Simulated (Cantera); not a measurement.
A Cantera script and its output.

```python
import numpy as np
import cantera as ct

gas = ct.Solution("h2o2.yaml")


def delay(T, t_max=10):
    gas.TPX = T, 100000, {'H2': 1, 'O2': 0.746, 'N2': 4.63}
    reactor = ct.IdealGasReactor(gas, clone=False)
    net = ct.ReactorNet([reactor])
    net.rtol, net.atol = 1e-8, 1e-16
    while net.time < t_max:
        t_old, T_old = net.time, reactor.T
        net.step()
        if reactor.T > T + 400:  # ignition: a rise of 400 K
            return t_old + (T + 400 - T_old) / (reactor.T - T_old) * (net.time - t_old)
    return np.nan


taus = []
for T in [1075, 1150, 1225, 1300, 1375, 1450, 1525, 1600, 1675]:
    taus.append(delay(T))
    print(f"T0 = {T:6g} K   tau = {taus[-1]:.4e} s")
```

It prints:

```
T0 =   1075 K   tau = 1.5361e-04 s
T0 =   1150 K   tau = 8.8621e-05 s
T0 =   1225 K   tau = 5.9861e-05 s
T0 =   1300 K   tau = 4.4727e-05 s
T0 =   1375 K   tau = 3.6238e-05 s
T0 =   1450 K   tau = 3.1510e-05 s
T0 =   1525 K   tau = 2.9148e-05 s
T0 =   1600 K   tau = 2.8408e-05 s
T0 =   1675 K   tau = 2.8868e-05 s
```

Detailed kinetics in Cantera: the H2/O2 subset of GRI-Mech 3.0, which has no nitrogen chemistry. Where the delays flatten at high temperature, the 400 K rule measures the pace of heat release, not the induction time.
